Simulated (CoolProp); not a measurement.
Hydrogen sulfide along the isobar 10 MPa: Z from the reference equation and from simpler models built on Tc = 373.1 K, pc = 8.999 MPa, ω = 0.101; each cubic takes its own stable root.

Computed with CoolProp (reference Helmholtz-energy equation of state, Lemmon 2006). It is a short technical equation, of lower accuracy than the large ones.

```tsv
T (K)	phase	reference	van der Waals	Soave-Redlich-Kwong
263.8	liquid	0.1791	0.2672	0.1853
305.8	liquid	0.1722	0.2543	0.1812
347.9	liquid	0.1799	0.2616	0.1977
390	supercritical	0.5169	0.5138	0.5332
432	supercritical	0.7303	0.7112	0.7355
474.1	supercritical	0.8217	0.7940	0.8253
516.2	supercritical	0.8760	0.8450	0.8798
558.2	supercritical	0.9118	0.8799	0.9162
```
